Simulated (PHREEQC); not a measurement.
1.4 g of hydrous ferric oxide (600 m²/g; 0.2 weak and 0.005 strong sites per Fe, Dzombak-Morel constants, diffuse double layer) in 1 kg of water with 0.005 mol/kgw of an inert sodium salt and 0.012 mmol/kgw CuSO4, at 25 °C; the pH is set by adding NaOH or the inert anion's acid. O2 is buffered at 0.21 atm. The system is closed to CO2. No solid was allowed to form.

The numbers come from PHREEQC with the ion-association model, wateq4f.dat.

```csv
pH,S sorbed (%),Cu sorbed (%),surface charge σ (C/m²),surface potential ψ (mV)
4,100.0,12.5,0.188,192
4.75,100.0,73.1,0.112,167
5.12,99.9,92.2,0.083,152
5.88,99.2,99.6,0.042,119
6.25,96.8,99.9,0.029,101
7,59.1,100.0,0.013,62
7.75,5.5,100.0,0.003,21
8.12,1.1,100.0,0.000,0
8.88,0.0,100.0,-0.008,-43
9.25,0.0,100.0,-0.013,-63
10,0.0,100.0,-0.031,-102
```

The database's constant for dissolved Cu(OH)2 is higher than later reviews accept.
